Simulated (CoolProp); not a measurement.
Vapour-liquid equilibrium of R227EA (1) + isobutene (2) at 0.0107 MPa; x and y are mole fractions of (1).

The numbers come from the multi-fluid Helmholtz-energy mixture model, Lemmon 2016 and Lemmon 2005; pair parameters Bell 2016 in CoolProp.

```tsv
x	bubble temperature, mixture model (K)	bubble temperature, Raoult's law (K)	y, mixture model	y, Raoult's law
0.05	216.0	219.8	0.260	0.069
0.125	213.0	219.3	0.419	0.166
0.2	211.8	218.8	0.486	0.259
0.275	211.3	218.4	0.518	0.346
0.35	211.0	218.0	…	0.429
0.425	210.9	217.6	…	0.507
0.5	210.9	217.2	0.557	0.582
0.575	210.9	216.8	0.570	0.653
0.65	210.9	216.4	0.590	0.721
0.725	211.1	216.1	0.620	0.785
0.8	211.4	215.8	0.668	0.847
0.875	212.2	215.4	0.745	0.907
0.95	213.5	215.1	…	0.963
```

### Question
Some entries are withheld; supply them.

### Answer

- 0.35, y, mixture model: 0.536
- 0.425, y, mixture model: 0.547
- 0.95, y, mixture model: 0.871

The largest gap from Raoult's law is -7.1 K in bubble temperature, at x = 0.275. y crosses x between x = 0.5 and 0.575: the model has an azeotrope there.

The pair parameters rest on a limited set of measurements; away from them the model extrapolates.
